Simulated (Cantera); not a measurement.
Mixture: 20.5 % CO, 9.22 % H₂, 9.28 % O₂, 52.0 % N₂, 9.01 % H₂O, at 7500 Torr, adiabatic and at constant pressure. Ignition delay is the time to a rise of 400 K.

Cantera simulation using GRI-Mech 3.0 (53 species, 325 reactions); the numbers are that mechanism's predictions, not measurements. The hydrogen kinetics of GRI-Mech 3.0 are dated; newer H2 mechanisms differ, most at raised pressure.

Q: Predict: delay at 1000 K; delay at 1050 K; delay at 1100 K; delay at 1150 K; delay at 1200 K; delay at 1250 K; delay at 1300 K; apparent activation energy between 1200 and 1300 K.

A: 
```json
{
  "delay at 1000 K": "5.76 ms",
  "delay at 1050 K": "1.96 ms",
  "delay at 1100 K": "0.714 ms",
  "delay at 1150 K": "0.273 ms",
  "delay at 1200 K": "0.107 ms",
  "delay at 1250 K": "43.0 µs",
  "delay at 1300 K": "19.0 µs",
  "apparent activation energy between 1200 and 1300 K": "220 kJ/mol"
}
```
